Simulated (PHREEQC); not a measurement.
A solution holds 0.29 mol HF, 0.0011 mol NH4F, 0.0084 mol (NH4)2SiF6 and 0.046 mol H3PO4 per kg of water, at 25 °C. Closed to the air; pH follows from the charge balance.

The numbers come from PHREEQC with the ion-association model, phreeqc.dat.

The pH is 1.61 and the ionic strength comes out as 0.0551 mol/kgw. The activity of water comes out as 0.993. The density is 1.003 g/cm³ and the total alkalinity comes out as -370 meq/kg.

```
species  molality  activity   log γ
-------  --------  --------  ------
HF          0.264     0.267   0.006
H3PO4      0.0343    0.0347   0.006
H+         0.0288    0.0245  -0.071
NH4+       0.0179    0.0142  -0.100
H2PO4-     0.0117   0.00964  -0.085
HF2-      0.00915   0.00746  -0.089
```

Precipitation was switched off in this run. SiF6-2 is the database's only silicon fluoride.
